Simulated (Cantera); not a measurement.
Input: 1 mol Si₂H₆, 0.11 mol O₃, a varied amount of N₂, 0.21 mol H₂O, equilibrated at 61.0 Pa.

Points: T (K) = 1425, 1475, 1525, 1575, 1625, 1675, 1725, 1775, 1825, 1875, 1925; n(N2) (mol) = 1.2, 1.6, 2.2, 3.1, 4.4, 6.1, 8.5, 12, 17, 23, 32, 45.

Cantera's Mixture.equilibrate('TP', solver="vcs", rtol=1e-11, max_steps=5000) on the NASA tables stopped like this:

```
ERROR: FAILURE its = 5001!

*******************************************************************************
CanteraError thrown by MultiPhase::equilibrate:
VCS solver failed. Return code: -1
*******************************************************************************
```

Task: What got this run through?

Result: This is not unique; one that fits is The failure is numerical, not chemical. The same input converged with solver="gibbs", rtol=1e-10, max_steps=50000, and the result passed a check of the equilibrium conditions:
```
   1425        1.2  Si(cr) + Si2N2O(s) + Si3N4(a)
   1425        1.6  Si2N2O(s) + Si3N4(a)
   1425        2.2  Si2N2O(s) + Si3N4(a)
   1425        3.1  Si2N2O(s) + Si3N4(a)
   1425        4.4  Si2N2O(s) + Si3N4(a)
   1425        6.1  Si2N2O(s) + Si3N4(a)
   1425        8.5  Si2N2O(s) + Si3N4(a)
   1425         12  Si2N2O(s) + Si3N4(a)
   1425         17  Si2N2O(s) + Si3N4(a)
   1425         23  Si2N2O(s) + Si3N4(a)
   1425         32  Si2N2O(s) + Si3N4(a)
   1425         45  Si2N2O(s) + Si3N4(a)
   1475        1.2  Si(cr) + Si2N2O(s) + Si3N4(a)
   1475        1.6  Si2N2O(s) + Si3N4(a)
   1475        2.2  Si2N2O(s) + Si3N4(a)
   1475        3.1  Si2N2O(s) + Si3N4(a)
   1475        4.4  Si2N2O(s) + Si3N4(a)
   1475        6.1  Si2N2O(s) + Si3N4(a)
   1475        8.5  Si2N2O(s) + Si3N4(a)
   1475         12  Si2N2O(s) + Si3N4(a)
   1475         17  Si2N2O(s) + Si3N4(a)
   1475         23  Si2N2O(s) + Si3N4(a)
   1475         32  Si2N2O(s) + Si3N4(a)
   1475         45  Si2N2O(s) + Si3N4(a)
   1525        1.2  Si(cr) + Si2N2O(s) + Si3N4(a)
   1525        1.6  Si(cr) + Si2N2O(s) + Si3N4(a)
   1525        2.2  Si2N2O(s) + Si3N4(a)
   1525        3.1  Si2N2O(s) + Si3N4(a)
   1525        4.4  Si2N2O(s) + Si3N4(a)
   1525        6.1  Si2N2O(s) + Si3N4(a)
   1525        8.5  Si2N2O(s) + Si3N4(a)
   1525         12  Si2N2O(s) + Si3N4(a)
   1525         17  Si2N2O(s) + Si3N4(a)
   1525         23  Si2N2O(s) + Si3N4(a)
   1525         32  Si2N2O(s) + Si3N4(a)
   1525         45  Si2N2O(s) + Si3N4(a)
   1575        1.2  Si(cr) + Si2N2O(s)
   1575        1.6  Si(cr) + Si2N2O(s)
   1575        2.2  Si(cr) + Si2N2O(s) + Si3N4(a)
   1575        3.1  Si2N2O(s) + Si3N4(a)
   1575        4.4  Si2N2O(s) + Si3N4(a)
   1575        6.1  Si2N2O(s) + Si3N4(a)
   1575        8.5  Si2N2O(s) + Si3N4(a)
   1575         12  Si2N2O(s) + Si3N4(a)
   1575         17  Si2N2O(s) + Si3N4(a)
   1575         23  Si2N2O(s) + Si3N4(a)
   1575         32  Si2N2O(s) + Si3N4(a)
   1575         45  Si2N2O(s) + Si3N4(a)
   1625        1.2  Si(cr) + Si2N2O(s)
   1625        1.6  Si(cr) + Si2N2O(s)
   1625        2.2  Si(cr) + Si2N2O(s)
   1625        3.1  Si(cr) + Si2N2O(s)
   1625        4.4  Si(cr) + Si2N2O(s)
   1625        6.1  Si(cr) + Si2N2O(s)
   1625        8.5  Si(cr) + Si2N2O(s)
   1625         12  Si2N2O(s) + Si3N4(a)
   1625         17  Si2N2O(s) + Si3N4(a)
   1625         23  Si3N4(a)
   1625         32  Si3N4(a)
   1625         45  Si3N4(a)
   1675        1.2  Si(cr)
   1675        1.6  Si(cr)
   1675        2.2  Si(cr)
   1675        3.1  Si(cr)
   1675        4.4  Si(cr)
   1675        6.1  Si(cr)
   1675        8.5  Si(cr)
   1675         12  Si(cr)
   1675         17  Si(cr)
   1675         23  Si(cr)
   1675         32  Si(cr)
   1675         45  Si(cr)
   1725        1.2  Si(L)
   1725        1.6  Si(L)
   1725        2.2  Si(L)
   1725        3.1  Si(L)
   1725        4.4  Si(L)
   1725        6.1  Si(L)
   1725        8.5  Si(L)
   1725         12  Si(L)
   1725         17  Si(L)
   1725         23  Si(L)
   1725         32  Si(L)
   1725         45  Si(L)
   1775        1.2  Si(L)
   1775        1.6  Si(L)
   1775        2.2  Si(L)
   1775        3.1  Si(L)
   1775        4.4  Si(L)
   1775        6.1  Si(L)
   1775        8.5  Si(L)
   1775         12  Si(L)
   1775         17  Si(L)
   1775         23  Si(L)
   1775         32  Si(L)
   1775         45  Si(L)
   1825        1.2  Si(L)
   1825        1.6  Si(L)
   1825        2.2  Si(L)
   1825        3.1  Si(L)
   1825        4.4  Si(L)
   1825        6.1  Si(L)
   1825        8.5  Si(L)
   1825         12  Si(L)
   1825         17  Si(L)
   1825         23  Si(L)
   1825         32  Si(L)
   1825         45  Si(L)
   1875        1.2  Si(L)
   1875        1.6  Si(L)
   1875        2.2  Si(L)
   1875        3.1  Si(L)
   1875        4.4  Si(L)
   1875        6.1  Si(L)
   1875        8.5  Si(L)
   1875         12  Si(L)
   1875         17  Si(L)
   1875         23  Si(L)
   1875         32  Si(L)
   1875         45  Si(L)
   1925        1.2  Si(L)
   1925        1.6  Si(L)
   1925        2.2  Si(L)
   1925        3.1  Si(L)
   1925        4.4  Si(L)
   1925        6.1  Si(L)
   1925        8.5  Si(L)
   1925         12  Si(L)
   1925         17  Si(L)
   1925         23  Si(L)
   1925         32  Si(L)
   1925         45  gas only
```

The gas is ideal and each condensed phase is pure. The feed counts by its element totals alone. N2 is the only nitrogen source here; it is nearly inert below about 1500 K, so the nitride shown seldom forms there in practice. Mutual solubility and eutectic melting of coexisting phases are not modelled.
